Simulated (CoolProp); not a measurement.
Computed with CoolProp (reference Helmholtz-energy equation of state, Guder 2009).

Give the vapour pressure (bar), liquid cp (kJ/(kg K)), liquid viscosity (µPa s) of saturated sulfur hexafluoride at 261, 276.8, 283.1 K.


| T (K) | p (bar) | liquid cp (kJ/(kg K)) | liquid viscosity (µPa s) |
|---|---|---|---|
| 261 | 8.81 | 0.973 | 227 |
| 276.8 | 13.8 | 1.06 | 173 |
| 283.1 | 16.3 | 1.11 | 155 |

Viscosity comes from a separate model (Quiñones-Cisneros 2012).
